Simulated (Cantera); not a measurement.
## CF4 + F2 + H2 (fluorocarbon and chlorocarbon gases)

A closed system holds: 1 mol CF4, 0.67 mol F2, 0.17 mol H2, held at 0.0120 Torr.

Equilibrium computed with Cantera from the NASA thermochemical tables; the gas is ideal and each condensed phase is pure. Candidate condensed phases: C, C6H6, C7H8, C8H18; 95 gas species. Rates play no part.

```json
[
 {"T (°C)": "1852", "log p F": "-4.84", "log p C": "-9.42", "log p HF": "-5.98", "log p H": "-9.19", "log p C3": "-9.30", "log p CF2": "-6.30", "log p CF": "-6.93", "n C(graphite)": "0.798"},
 {"T (°C)": "2002", "log p F": "-4.84", "log p C": "-8.26", "log p HF": "-5.99", "log p H": "-8.26", "log p C3": "-7.98", "log p CF2": "-6.87", "log p CF": "-6.65", "n C(graphite)": "0.869"},
 {"T (°C)": "2152", "log p F": "-4.84", "log p C": "-7.24", "log p HF": "-6.01", "log p H": "-7.43", "log p C3": "-6.83", "log p CF2": "-7.39", "log p CF": "-6.43", "n C(graphite)": "0.681"},
 {"T (°C)": "2302", "log p F": "-4.87", "log p C": "-6.48", "log p HF": "-6.11", "log p H": "-6.77", "log p C3": "-6.21", "log p CF2": "-8.03", "log p CF": "-6.39", "n C(graphite)": "0"},
 {"T (°C)": "2452", "log p F": "-4.87", "log p C": "-6.04", "log p HF": "-6.36", "log p H": "-6.34", "log p C3": "-6.39", "log p CF2": "-8.81", "log p CF": "-6.58", "n C(graphite)": "0"},
 {"T (°C)": "2602", "log p F": "-4.89", "log p C": "-5.76", "log p HF": "-6.79", "log p H": "-6.16", "log p C3": "-6.88", "log p CF2": "-9.63", "log p CF": "-6.86", "n C(graphite)": "0"},
 {"T (°C)": "2752", "log p F": "-4.89", "log p C": "-5.65", "log p HF": "-7.28", "log p H": "-6.11", "log p C3": "-7.77", "log p CF2": "-10.52", "log p CF": "-7.27", "n C(graphite)": "0"},
 {"T (°C)": "2902", "log p F": "-4.89", "log p C": "-5.63", "log p HF": "-7.75", "log p H": "-6.10", "log p C3": "-8.80", "log p CF2": "-11.38", "log p CF": "-7.70", "n C(graphite)": "0"},
 {"T (°C)": "3052", "log p F": "-4.89", "log p C": "-5.62", "log p HF": "-8.19", "log p H": "-6.09", "log p C3": "-9.77", "log p CF2": "-12.17", "log p CF": "-8.11", "n C(graphite)": "0"},
 {"T (°C)": "3202", "log p F": "-4.89", "log p C": "-5.62", "log p HF": "-8.59", "log p H": "-6.09", "log p C3": "-10.67", "log p CF2": "-12.91", "log p CF": "-8.48", "n C(graphite)": "0"}
]
```
log p: log10 of the partial pressure in bar; n: condensed amount in mol.

From 1852 °C to 2152 °C the condensed part is C(graphite). From 2302 °C to 3202 °C nothing is condensed. The main C-bearing gas is CF2 at 1852 °C and C at 3202 °C.
